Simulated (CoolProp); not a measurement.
n-perfluorohexane at 279.38 K and 0.0101 MPa is compressed adiabatically to 0.0199 MPa with isentropic efficiency 0.75. Each further row changes one setting.

Values from CoolProp's reference Helmholtz-energy equation of state, Gao 2022.

```json
[
 {"case": "as stated", "work (kJ/kg)": "[?]", "final phase": "two-phase, vapour fraction 0.982", "final density (kg/m³)": "[?]"},
 {"case": "efficiency 1", "work (kJ/kg)": "4.62", "final phase": "[?]", "final density (kg/m³)": "2.95"},
 {"case": "efficiency 0.65", "work (kJ/kg)": "7.11", "final phase": "two-phase, vapour fraction 0.992", "final density (kg/m³)": "2.87"}
]
```

Q: Complete the blanks.

A: 
- as stated, work (kJ/kg): 6.16
- as stated, final density (kg/m³): 2.90
- efficiency 1, final phase: two-phase, vapour fraction 0.966
